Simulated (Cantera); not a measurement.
A freely propagating, adiabatic, planar premixed flame of 38.7 % H2, 11.4 % O2, 49.9 % N2, unburnt at 575 K and 0.130 bar; multicomponent transport, grid criteria slope 0.08 and curve 0.16, no radiation.

Computed with Cantera and the H2/O2 subset of GRI-Mech 3.0, which has no nitrogen chemistry. Burning velocities carry a grid error of a few per cent, more on coarse grids.

x: mole fraction of selected species; z is measured from the peak of heat release.

```json
[
 {"z (mm)": "-19.3", "T (K)": "575", "u (m/s)": "5.63", "x H2": "0.387", "x O2": "0.114", "x OH": "<1e-8", "x H2O2": "<1e-8", "x HO2": "<1e-8", "x H": "<1e-8"},
 {"z (mm)": "-12.9", "T (K)": "575", "u (m/s)": "5.63", "x H2": "0.387", "x O2": "0.114", "x OH": "<1e-8", "x H2O2": "<1e-8", "x HO2": "<1e-8", "x H": "<1e-8"},
 {"z (mm)": "-9.67", "T (K)": "575", "u (m/s)": "5.63", "x H2": "0.387", "x O2": "0.114", "x OH": "<1e-8", "x H2O2": "<1e-8", "x HO2": "<1e-8", "x H": "<1e-8"},
 {"z (mm)": "-6.45", "T (K)": "575", "u (m/s)": "5.63", "x H2": "0.387", "x O2": "0.114", "x OH": "<1e-8", "x H2O2": "<1e-8", "x HO2": "6.37e-7", "x H": "3.92e-7"},
 {"z (mm)": "-3.22", "T (K)": "587", "u (m/s)": "5.74", "x H2": "0.385", "x O2": "0.113", "x OH": "3.26e-5", "x H2O2": "5.53e-7", "x HO2": "4.36e-5", "x H": "0.000532"},
 {"z (mm)": "-1.61", "T (K)": "719", "u (m/s)": "6.99", "x H2": "0.364", "x O2": "0.109", "x OH": "0.000250", "x H2O2": "4.67e-7", "x HO2": "2.73e-5", "x H": "0.0115"},
 {"z (mm)": "0", "T (K)": "1089", "u (m/s)": "10.3", "x H2": "0.224", "x O2": "0.0613", "x OH": "0.00204", "x H2O2": "2.77e-7", "x HO2": "1.01e-5", "x H": "0.0804"},
 {"z (mm)": "1.61", "T (K)": "1331", "u (m/s)": "12.4", "x H2": "0.125", "x O2": "(withheld)", "x OH": "(withheld)", "x H2O2": "(withheld)", "x HO2": "(withheld)", "x H": "0.120"},
 {"z (mm)": "3.22", "T (K)": "1424", "u (m/s)": "13.2", "x H2": "0.121", "x O2": "0.00388", "x OH": "0.00468", "x H2O2": "2.26e-7", "x HO2": "5.60e-7", "x H": "0.115"},
 {"z (mm)": "6.45", "T (K)": "1533", "u (m/s)": "14.1", "x H2": "0.129", "x O2": "0.00308", "x OH": "0.00565", "x H2O2": "1.90e-7", "x HO2": "3.93e-7", "x H": "0.101"},
 {"z (mm)": "12.9", "T (K)": "1658", "u (m/s)": "15.1", "x H2": "0.138", "x O2": "(withheld)", "x OH": "0.00651", "x H2O2": "(withheld)", "x HO2": "(withheld)", "x H": "(withheld)"},
 {"z (mm)": "25.8", "T (K)": "1789", "u (m/s)": "16.2", "x H2": "0.146", "x O2": "0.00176", "x OH": "0.00693", "x H2O2": "7.07e-8", "x HO2": "1.88e-7", "x H": "0.0672"},
 {"z (mm)": "51.6", "T (K)": "1915", "u (m/s)": "17.1", "x H2": "0.154", "x O2": "0.00112", "x OH": "0.00667", "x H2O2": "3.66e-8", "x HO2": "1.20e-7", "x H": "0.0508"}
]
```

Problem. Complete the blanks.

Solution. 
- 1.61, x O2: 0.00874
- 1.61, x OH: 0.00392
- 1.61, x H2O2: 2.47e-7
- 1.61, x HO2: 1.39e-6
- 12.9, x O2: 0.00246
- 12.9, x H2O2: 1.27e-7
- 12.9, x HO2: 2.80e-7
- 12.9, x H: 0.0845
